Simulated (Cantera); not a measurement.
**Adiabatic ignition**

An adiabatic, constant-volume homogeneous reactor starts with 5.51 % CH₄, 19.4 % O₂, 72.8 % N₂, 2.21 % H₂O, 0.160 % CO₂, equivalence ratio 0.57, at 1500 K and 760 Torr.

Detailed kinetics in Cantera: GRI-Mech 3.0 (53 species, 325 reactions).

```tsv
t (s)	T (K)	P (bar)	x CH₄	x O₂	x H₂O	x HCN	x NO₂	x HCO
3.00e-6	1500	1.01	0.0551	0.194	0.0221	<1e-12	<1e-12	<1e-12
1.19e-5	1500	1.01	0.0551	0.194	0.0221	<1e-12	<1e-12	<1e-12
4.75e-5	1500	1.01	0.0551	0.194	0.0221	<1e-12	<1e-12	9.66e-12
0.000189	1500	1.01	0.0551	0.193	0.0221	<1e-12	<1e-12	4.84e-10
0.000754	1519	1.03	0.0516	0.191	0.0248	1.83e-12	<1e-12	2.19e-7
0.00300	2638	1.81	<1e-12	0.0779	0.118	3.44e-11	5.24e-6	3.89e-9
0.0119	2626	1.80	<1e-12	0.0743	0.118	4.83e-11	9.88e-6	3.63e-9
0.0475	2626	1.80	<1e-12	0.0742	0.118	4.87e-11	1.00e-5	3.62e-9
0.189	2626	1.80	<1e-12	0.0742	0.118	4.87e-11	1.00e-5	3.62e-9
0.754	2626	1.80	<1e-12	0.0742	0.118	4.87e-11	1.00e-5	3.62e-9
3.00	2626	1.80	<1e-12	0.0742	0.118	4.87e-11	1.00e-5	3.62e-9
```
x: mole fraction; the columns are a selection and need not sum to one.

The time of steepest temperature rise comes out as 0.960 ms and the temperature at 3.00 s comes out as 2626 K. The equilibrium temperature comes out as 2626 K. The x(CH₄) at 3.00 s is <1e-12 (gas-phase equilibrium <1e-12), the x(O₂) at 3.00 s is 0.0742 (gas-phase equilibrium 0.0742) and the x(H₂O) at 3.00 s is 0.118 (gas-phase equilibrium 0.118).
